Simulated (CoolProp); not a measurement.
Saturation properties of ethane (Tc = 305.3 K, pc = 4872 kPa, ω = 0.099).

The numbers come from the reference Helmholtz-energy equation of state, Bücker 2006 in CoolProp.

```tsv
T (K)	p (kPa)	vapour density (kg/m³)	enthalpy of vaporisation (kJ/kg)	surface tension (mN/m)	liquid viscosity (µPa s)
204.9	269.6	5.105	460.5	13.0	131
215.6	416.8	7.697	443.1	11.4	116
226.4	619.0	11.25	423.7	9.73	102
237.1	882.9	15.93	402.2	8.15	90.7
247.8	1221	22.10	377.8	6.62	80.2
258.5	1645	30.24	349.7	5.14	70.6
269.2	2167	41.13	316.5	3.73	61.6
280	2807	56.37	275.4	2.39	52.8
```

It boils at 184.6 K under 1 atm.

Viscosity comes from a separate model (Friend 1991). Surface tension comes from a separate correlation (Mulero 2012).
